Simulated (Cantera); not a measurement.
A closed system holds: 1 mol SiH2Cl2, 0.0075 mol C3H8, 140 mol H2, held at 1498.15 K and 1.00 Torr.

Equilibrium computed with Cantera from the NASA thermochemical tables; the gas is ideal and each condensed phase is pure. Candidate condensed phases: C, C6H6, C7H8, C8H18, Si, SiC; 109 gas species. Mutual solubility and eutectic melting of coexisting phases are not modelled. Rates play no part.

Base state: H2 0.986, HCl 0.0130, SiCl2 0.000547, H 0.000468 (mole fractions); condensed: Si(s) + SiC(s).

**Question.** What changes in the equilibrium state with this change: H2 from 140 to 4.1 mol?

**Answer.** 
| species | before | after |
|---|---|---|
| H2 | 0.986 | 0.764 |
| HCl | 0.0130 | 0.145 |
| SiCl2 | 0.000547 | 0.0884 |
| SiCl4 | 2.53e-9 | 6.59e-5 |
| SiCl3 | 6.58e-7 | 0.00135 |
| SiHCl3 | 1.98e-8 | 3.57e-5 |
| SiCl | 2.67e-6 | 3.39e-5 |
| Si(s), mol | 0.898 | 0.427 |
| SiC(s), mol | 0.0225 | 0.0225 |
The tables' values for SiCl3, SiCl are old estimates; treat these amounts as uncertain.
